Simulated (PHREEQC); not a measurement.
Dissolve 0.11 mol HF, 0.0016 mol NH4HF2 and 1.3e-06 mol H4SiO4 per kg of water at 20 °C. Closed to the air; pH follows from the charge balance.

Computed with PHREEQC (ion-association model, phreeqc.dat).

Precipitation was switched off in this run.

Question: Order these F species by the share of F that they hold, largest first: HF, F-, HF2-.

Answer: HF (87 %), F- (7.7 %), HF2- (5.5 %)

The pH is 2.03 and the ionic strength 0.0118 mol/kgw. SiF6-2 is the database's only silicon fluoride.
